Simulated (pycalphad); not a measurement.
Source of the numbers: pycalphad with the COST 507 light-alloy database (1999); pressure 1 atm. The data set is of 1999 and partly superseded. Not assessed as a whole: an extrapolation from subsystems, which can miss ternary compounds.

# Al-0.86Sn-4.78Si (at.%): equilibrium cooling sequence

| T (K) | phases above | phases below |
|---|---|---|
| 897.2 | LIQUID | FCC_A1 + LIQUID |
| 841.3 | FCC_A1 + LIQUID | DIAMOND_A4 + FCC_A1 + LIQUID |
| 502.4 | DIAMOND_A4 + FCC_A1 + LIQUID | BCT_A5 + DIAMOND_A4 + FCC_A1 |

Changes were sought between steps of 25 K, so a narrower field can be missed.

FCC_A1 is fcc; DIAMOND_A4 is diamond (Si); BCT_A5 is bct (Sn).
